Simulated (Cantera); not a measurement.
Input: 1 mol Si3N4, 0.54 mol O2, 11 mol H2, equilibrated at 1675 K and 1.00 Torr.

Cantera equilibrium calculation (NASA polynomials, part measured and part estimated; ideal gas, pure solids and liquids). Candidate condensed phases: H2O, Si, SiO2, Si2N2O, Si3N4; 35 gas species. Rates play no part.

Base state: H2 0.778, N2 0.142, SiO 0.0766, H 0.00281, Si 0.000326, SiH 1.76e-5 (mole fractions); condensed: Si(s).

Q: What changes in the equilibrium state with this change: pressure from 1.00 Torr to 72.8 Torr?

A: 
```tsv
species	before	after
H2	0.778	0.968
N2	0.142	0.0318
H	0.00281	0.000367
SiO	0.0766	0.000276
Si	0.000326	2.15e-6
SiH	1.76e-5	1.11e-6
Si(s), mol	1.91	0
Si2N2O(s), mol	0	1.08
Si3N4(s), mol	0	0.281
```
Mutual solubility and eutectic melting of coexisting phases are not modelled.

Q: What changes in the equilibrium state with this change: pressure from 1.00 Torr to 0.0195 Torr?

A: 
| species | before | after |
|---|---|---|
| H2 | 0.778 | 0.750 |
| N2 | 0.142 | 0.138 |
| SiO | 0.0766 | 0.0747 |
| H | 0.00281 | 0.0197 |
| Si | 0.000326 | 0.0167 |
| Si3 | 3.14e-7 | 1.61e-5 |
| Si2 | 1.27e-6 | 6.50e-5 |
| Si2N | 5.32e-6 | 3.76e-5 |
| SiN | 2.95e-6 | 2.08e-5 |
| SiH | 1.76e-5 | 0.000124 |
| Si(s), mol | 1.91 | 1.67 |
The tables' values for SiN are old estimates; treat these amounts as uncertain.

Q: What changes in the equilibrium state with this change: temperature from 1675 K to 1575 K?

A: 
| species | before | after |
|---|---|---|
| H2 | 0.778 | 0.910 |
| N2 | 0.142 | 0.0826 |
| SiO | 0.0766 | 0.00644 |
| Si | 0.000326 | 4.31e-5 |
| SiH | 1.76e-5 | 3.58e-6 |
| H | 0.00281 | 0.00109 |
| Si(s), mol | 1.91 | 0.917 |
| Si2N2O(s), mol | 0 | 1.00 |
Mutual solubility and eutectic melting of coexisting phases are not modelled.
